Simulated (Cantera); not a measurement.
A closed system holds: 1 mol Al(CH3)3, 0.64 mol NH3, 220 mol N2, held at 1600 Pa.

These are equilibrium values from Cantera (NASA tables, ideal gas, pure condensed phases), not measurements of a reactor. Candidate condensed phases: Al, AlN, C, C6H6, C7H8, C8H18; 97 gas species. The feed counts by its element totals alone. Rates play no part. All values below are at 2173 K.

Base state: N2 0.967, H2 0.0193, H 0.00530, Al 0.00438, HCN 0.00377, HNC 0.000286, C2H2 (acetylene) 4.26e-5, CN 3.50e-5 (mole fractions); condensed: C(graphite).

What changes in the equilibrium state with this change: NH3 from 0.64 to 12 mol?


```csv
species,before,after
N2,0.967,0.897
H2,0.0193,0.0801
H,0.00530,0.0108
Al,0.00438,0.00396
C2H2 (acetylene),4.26e-5,0.000177
HNC,0.000286,0.000561
HCN,0.00377,0.00739
AlH,1.52e-5,2.79e-5
CN,3.50e-5,3.37e-5
"C(graphite), mol",2.05,0.903
```
